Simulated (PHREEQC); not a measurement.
A solution holds 0.0011 mol FeSO4, 9e-05 mol NaHCO3 and 0.0034 mol Na2SO4 per kg of water, at 20 °C. Closed to the air; pH follows from the charge balance.

The numbers come from PHREEQC with the ion-association model, phreeqc.dat.

This is a speciation only: nothing precipitates in the calculation.

Task: Order these C species by the share of C that they hold, largest first: FeHCO3+, CO2, FeCO3, HCO3-, NaHCO3.

Result: HCO3- (87 %), CO2 (6.2 %), FeHCO3+ (4.8 %), FeCO3 (1.3 %), NaHCO3 (0.27 %)

The pH is 7.48 and the ionic strength 0.0135 mol/kgw. Saturation is exceeded, for instance for Siderite; the values hold only as long as no solid forms.
